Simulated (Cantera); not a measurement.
A perfectly stirred reactor is fed with CH₄ : O₂ : N₂ = 0.0095 : 0.0049 : 1 (molar parts), at 930000 Pa; it is held at 1350 K, and followed from long to short residence time.

Cantera simulation using GRI-Mech 3.0 (53 species, 325 reactions); the numbers are that mechanism's predictions, not measurements.

x: mole fraction; the columns are a selection and need not sum to one.

```tsv
τ (s)	x CH₄	x O₂	x N₂O	x CH₂	x C₂H₆	x O
0.97	0.00503	0.000614	4.47e-9	5.09e-10	3.12e-5	1.15e-9
0.32	0.00550	0.00125	9.49e-9	7.25e-10	5.90e-5	2.92e-9
0.10	[?]	[?]	[?]	6.28e-10	[?]	[?]
0.034	0.00902	0.00465	2.85e-9	2.74e-11	6.03e-5	1.08e-9
0.011	0.00931	0.00481	5.98e-10	3.43e-12	1.43e-5	3.93e-10
0.0036	0.00935	0.00483	1.49e-10	1.42e-12	3.29e-6	2.41e-10
0.0012	0.00936	0.00483	4.26e-11	<1e-12	6.45e-7	1.72e-10
0.00038	0.00936	0.00483	1.12e-11	<1e-12	5.35e-8	1.01e-10
0.00012	0.00936	0.00483	2.30e-12	<1e-12	[?]	5.34e-11
```

Task: Fill in the missing entries.

Result: 
- 0.10, x CH₄: 0.00669
- 0.10, x O₂: 0.00272
- 0.10, x N₂O: 1.40e-8
- 0.10, x C₂H₆: 0.000109
- 0.10, x O: 5.23e-9
- 0.00012, x C₂H₆: 1.67e-9
